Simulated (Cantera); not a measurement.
An isothermal, constant-pressure homogeneous reactor starts with CO : O2 : H2O : N2 = 0.01 : 0.0058 : 0.0037 : 0.43 (molar parts), at 1350 K and 100.0 Torr.

Cantera simulation using GRI-Mech 3.0 (53 species, 325 reactions); the numbers are that mechanism's predictions, not measurements.

Task: Predict: x(CO) at 1.00 s; x(O2) at 1.00 s; x(H2O) at 1.00 s; x(OH) at 1.00 s; x(NO) at 1.00 s.

Result: 
```json
{
 "x(CO) at 1.00 s": "0.000290 (gas-phase equilibrium 5.91e-7)",
 "x(O2) at 1.00 s": "0.00194 (gas-phase equilibrium 0.00177)",
 "x(H2O) at 1.00 s": "0.00823 (gas-phase equilibrium 0.00832)",
 "x(OH) at 1.00 s": "5.96e-5 (gas-phase equilibrium 2.66e-6)",
 "x(NO) at 1.00 s": "9.17e-6 (gas-phase equilibrium 5.54e-5)"
}
```
